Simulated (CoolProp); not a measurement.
Properties of nitrous oxide along the isobar 8.4 bar (Tc = 36.4 °C, pc = 72.45 bar, ω = 0.161).

Computed with CoolProp (reference Helmholtz-energy equation of state, Lemmon 2006). It is a short technical equation, of lower accuracy than the large ones.

| T (°C) | phase | Z | expansivity (1/kK) | fugacity coefficient |
|---|---|---|---|---|
| -18.05 | gas | 0.9211 | 5.096 | 0.9268 |
| 4.95 | gas | 0.9412 | 4.348 | 0.9442 |
| 27.95 | gas | 0.9549 | 3.841 | 0.9565 |
| 50.85 | gas | 0.9646 | 3.463 | 0.9656 |
| 73.85 | gas | 0.9719 | 3.163 | 0.9724 |
| 96.75 | gas | 0.9774 | 2.919 | 0.9777 |
| 119.75 | gas | 0.9817 | 2.714 | 0.9819 |
| 142.75 | gas | 0.9851 | 2.538 | 0.9852 |
| 165.65 | gas | 0.9878 | 2.387 | 0.9879 |
| 188.65 | gas | 0.9900 | 2.253 | 0.9901 |
| 211.55 | gas | 0.9918 | 2.135 | 0.9918 |
